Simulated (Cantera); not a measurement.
## Hydrocarbon pyrolysis for carbon deposition

A perfectly stirred reactor is fed with 3.57 % CH₄, 96.4 % N₂, at 0.683 Torr; it is held at 1775 K, and followed from long to short residence time.

Computed with Cantera and GRI-Mech 3.0 (53 species, 325 reactions). GRI-Mech 3.0 stops at C3 and has no aromatics, soot or wall deposition, so with more carbon than oxygen in the feed, carbon stays in small species such as C2H2 where larger ones or solid carbon would form. Radical loss at walls, strong at low pressure, is not modelled.

| τ (s) | x CH₄ | x C₂H₄ | x C₂H | x C₂H₂ | x H₂ | x H |
|---|---|---|---|---|---|---|
| 2.2 | 0.0190 | 0.000565 | 1.49e-7 | 0.00707 | 0.0228 | 6.11e-5 |
| 0.71 | 0.0293 | 0.000685 | 4.02e-8 | 0.00200 | 0.00781 | 2.00e-5 |
| 0.22 | 0.0348 | 0.000122 | 2.67e-9 | 8.83e-5 | 0.000739 | 2.94e-6 |
| 0.071 | 0.0355 | 6.27e-6 | 6.63e-11 | 1.38e-6 | 9.42e-5 | 1.08e-6 |
| 0.023 | 0.0357 | 2.35e-7 | <1e-12 | 1.66e-8 | 2.52e-5 | 8.89e-7 |
| 0.0072 | 0.0357 | 6.76e-9 | <1e-12 | 1.48e-10 | 7.21e-6 | 8.12e-7 |
| 0.0023 | 0.0357 | 1.67e-10 | <1e-12 | 1.17e-12 | 1.89e-6 | 6.67e-7 |
| 0.00073 | 0.0357 | 3.04e-12 | <1e-12 | <1e-12 | 3.85e-7 | 4.27e-7 |
| 0.00023 | 0.0357 | <1e-12 | <1e-12 | <1e-12 | 5.66e-8 | 1.99e-7 |
x: mole fraction; the columns are a selection and need not sum to one.
